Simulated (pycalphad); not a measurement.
Computed with pycalphad from the COST 507 light-alloy database (1999), at 1 atm. The data set is of 1999 and partly superseded. Diffusion is slow at the low end, where real alloys seldom reach equilibrium.

Molar enthalpy of Fe-14.5Si (at.%) in equilibrium (SER reference):

```tsv
T (°C)	H (kJ/mol)	phases
1977	72.82	liquid
1827	66.33	liquid
1677	59.84	liquid
1527	53.35	liquid
1452	50.19	liquid
1377	38.09	bcc + liquid
1302	30.53	bcc
1227	27.72	bcc
1077	22.19	bcc
927	16.59	ordered bcc (B2)
777	10.64	ordered bcc (B2)
627	3.65	ordered bcc (B2)
477	-3.06	ordered bcc (B2)
327	-8.40	ordered bcc (B2)
```

Cooling from 1452 °C to 1302 °C, across the freezing range, releases 19.7 kJ/mol, or 379 J/g. The slope is 42 J/(mol K) in the liquid and 37 J/(mol K) just below the solidus, where it includes any heat of precipitation. Liquidus 1398 °C, solidus 1364 °C. Changes were sought between steps of 75 K, so a narrower field can be missed.
